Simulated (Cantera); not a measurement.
# Si₃N₄ + C + N₂ (sublimation and decomposition of ceramics)

Input: 1 mol Si₃N₄, 0.21 mol C, 0.1 mol N₂, at 2327 °C and 100000 Pa.

Method: chemical equilibrium by Gibbs-energy minimisation in Cantera with the NASA 1993 tables (ideal gas, pure condensed phases). Candidate condensed phases: C, Si, SiC, Si₃N₄; 20 gas species. Mutual solubility and eutectic melting of coexisting phases are not modelled. The tables' values for SiN are old estimates; treat these amounts as uncertain. The numbers say what is thermodynamically allowed, not how fast it happens.

| Property | Result |
|---|---|
| x(N₂) | 0.986 |
| x(Si) | 0.00974 |
| x(Si₂C) | 0.00178 |
| x(SiN) | 0.000843 |
| x(Si₂N) | 0.000701 |
| x(SiC₂) | 0.000300 |
| x(Si₂) | 0.000300 |
| x(CN) | 6.83e-5 |
| x(Si₃) | 4.99e-5 |
| n(Si(l)) | 2.76 mol |
| n(SiC(s)) | 0.205 mol |
| gas amount | 2.128 mol |
| log10 activity of C(graphite) (absent) | -0.52 |
